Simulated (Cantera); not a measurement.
Diamond growth

A diamond (100) surface in a fixed gas of H2 with x(CH4) = 0.0035, x(H) = 0.0041, x(CH3) = 0.00088, 18000 Pa; coverages are run to steady state.

Model: the Harris–Goodwin 1993 mechanism for the reconstructed diamond (100) surface, integrated in Cantera.

```json
[
 {"T (K)": "950", "growth (µm/h)": "54.3", "θ c6HH": "0.545", "θ c6H*": "0.0120", "θ c6*H": "0.282", "θ c6**": "0.00534", "θ c6HM": "0.120"},
 {"T (K)": "1000", "growth (µm/h)": "70.2", "θ c6HH": "0.519", "θ c6H*": "0.0159", "θ c6*H": "0.323", "θ c6**": "0.00792", "θ c6HM": "0.0979"},
 {"T (K)": "1050", "growth (µm/h)": "86.1", "θ c6HH": "0.492", "θ c6H*": "0.0203", "θ c6*H": "0.362", "θ c6**": "0.0112", "θ c6HM": "0.0792"},
 {"T (K)": "1100", "growth (µm/h)": "98.2", "θ c6HH": "0.467", "θ c6H*": "0.0253", "θ c6*H": "0.398", "θ c6**": "0.0154", "θ c6HM": "0.0616"},
 {"T (K)": "1150", "growth (µm/h)": "100", "θ c6HH": "0.445", "θ c6H*": "0.0307", "θ c6*H": "0.433", "θ c6**": "0.0204", "θ c6HM": "0.0438"},
 {"T (K)": "1200", "growth (µm/h)": "87.4", "θ c6HH": "0.425", "θ c6H*": "0.0365", "θ c6*H": "0.466", "θ c6**": "0.0262", "θ c6HM": "0.0267"},
 {"T (K)": "1250", "growth (µm/h)": "66.9", "θ c6HH": "0.405", "θ c6H*": "0.0425", "θ c6*H": "0.493", "θ c6**": "0.0326", "θ c6HM": "0.0137"},
 {"T (K)": "1300", "growth (µm/h)": "50.2", "θ c6HH": "0.384", "θ c6H*": "0.0482", "θ c6*H": "0.514", "θ c6**": "0.0393", "θ c6HM": "0.00622"},
 {"T (K)": "1350", "growth (µm/h)": "41.4", "θ c6HH": "0.364", "θ c6H*": "0.0537", "θ c6*H": "0.528", "θ c6**": "0.0460", "θ c6HM": "0.00266"},
 {"T (K)": "1400", "growth (µm/h)": "38.0", "θ c6HH": "0.346", "θ c6H*": "0.0588", "θ c6*H": "0.537", "θ c6**": "0.0527", "θ c6HM": "0.00111"}
]
```
θ: site fractions in the mechanism's names (c6HH fully hydrogenated, c6H* and c6*H radical sites, c6** diradical, c6HM methylated).
